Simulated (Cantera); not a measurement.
An adiabatic, constant-pressure homogeneous reactor starts with CH4 : O2 : N2 = 1 : 1.18 : 4.42 (molar parts), equivalence ratio 1.7, at 1725 K and 3980 Torr. Integrator tolerance rtol = 1e-08.

Computed with Cantera and GRI-Mech 3.0 (53 species, 325 reactions).

Task: What does this change do: initial temperature 1725 to 1475 K?

Result: 
| quantity | before | after |
|---|---|---|
| time of steepest temperature rise | 54.1 µs | 0.532 ms |
| temperature at 0.100 s | 2852 K | 2682 K |
| equilibrium temperature | 2852 K | 2682 K |
| x(CH4) at 0.100 s | 2.23e-11 (gas-phase equilibrium 2.53e-11) | 4.00e-11 (gas-phase equilibrium 4.52e-11) |
| x(O2) at 0.100 s | 0.000273 (gas-phase equilibrium 0.000273) | 7.23e-5 (gas-phase equilibrium 7.23e-5) |
| x(H2O) at 0.100 s | 0.151 (gas-phase equilibrium 0.151) | 0.155 (gas-phase equilibrium 0.155) |
| x(HCO) at 0.100 s | 7.35e-7 (gas-phase equilibrium 7.35e-7) | 4.92e-7 (gas-phase equilibrium 4.92e-7) |
| x(CO2) at 0.100 s | 0.0223 (gas-phase equilibrium 0.0223) | 0.0237 (gas-phase equilibrium 0.0237) |
